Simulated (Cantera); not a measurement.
Cantera run:

```python
import numpy as np
import cantera as ct

gas_names = """
    CL CL2 H HCL H2 N NH NH2 NH3 N2 N2H2 N2H4 Si SiCL SiCL2 SiCL3 SiCL4 SiH SiHCL3 SiH2 SiH2CL2 SiH3
    SiH3CL SiH4 SiN Si2 Si2N Si3
""".split()
cond_names = """
    NH4CL(a) NH4CL(b) Si(cr) Si(L) Si3N4(a)
""".split()


def load(file, names, dense=False):
    # The tables refer to 1 bar. Condensed volumes are neglected.
    table = {s.name: s for s in ct.Species.list_from_file(file)}
    out = []
    for n in names:
        d = dict(table[n].input_data)
        d["thermo"] = dict(d["thermo"], **{"reference-pressure": 1e5})
        if dense:
            d["equation-of-state"] = {"model": "constant-volume", "density": "1e6 g/cm^3"}
        out.append(ct.Species.from_dict(d))
    return out


gas = ct.Solution(thermo="ideal-gas", species=load("nasa_gas.yaml", gas_names))
cond = {s.name: ct.Solution(thermo="fixed-stoichiometry", species=[s], name=s.name)
        for s in load("nasa_condensed.yaml", cond_names, dense=True)}
atoms = {
    'SiCl4': {'Si': 1, 'CL': 4},
    'N2': {'N': 2},
    'H2': {'H': 2},
}
top_T = {'Si3N4(a)': 2400}  # K; cautious upper limits of use, not melting points


def equilibrate(T, P, feed):
    n = {}
    for name, mol in feed.items():
        for a, k in atoms[name].items():
            n[a] = n.get(a, 0.0) + k * mol
    gas.TPX = T, P, n
    mass = sum(n.values()) * gas.mean_molecular_weight
    gas.equilibrate("TP")
    valid = [c for c in cond.values() if c.min_temp <= T <= top_T.get(c.name, c.max_temp)]
    mix = ct.Mixture([(gas, mass / gas.mean_molecular_weight)] + [(c, 0.0) for c in valid])
    mix.T, mix.P = T, P
    mix.equilibrate("TP", solver="vcs", rtol=1e-11, max_steps=5000)
    return mix


results = []
feed = {'SiCl4': 1, 'N2': 0.22, 'H2': 0.4}  # mol
T = 2098  # K
P = 38  # Pa
mix = equilibrate(T, P, feed)
results.append((T, P, feed, dict(zip(mix.species_names, mix.species_moles))))
x = sorted(zip(gas.X, gas.species_names), reverse=True)
print(f"T = {T:g} K  P = {P:g} Pa  gas = {mix.phase_moles(0):.4g} mol")
print("   x: " + "  ".join(f"{s} {v:.3e}" for v, s in x if v > 0.001))
print("   condensed (mol): " + ("  ".join(f"{mix.phase(i).name} {mix.phase_moles(i):.4g}"
      for i in range(1, mix.n_phases) if mix.phase_moles(i) > 1e-12) or "none"))
```

Output:

```
T = 2098 K  P = 38 Pa  gas = 3.302 mol
   x: CL 3.925e-01  SiCL2 2.905e-01  HCL 2.231e-01  N2 6.663e-02  H 1.043e-02  SiCL 5.089e-03  H2 4.363e-03  Si 4.078e-03  SiCL3 3.166e-03
   condensed (mol): none
```

Equilibrium computed with Cantera from the NASA thermochemical tables; the gas is ideal and each condensed phase is pure. The tables' values for SiCl, SiCl3 are old estimates; treat these amounts as uncertain.
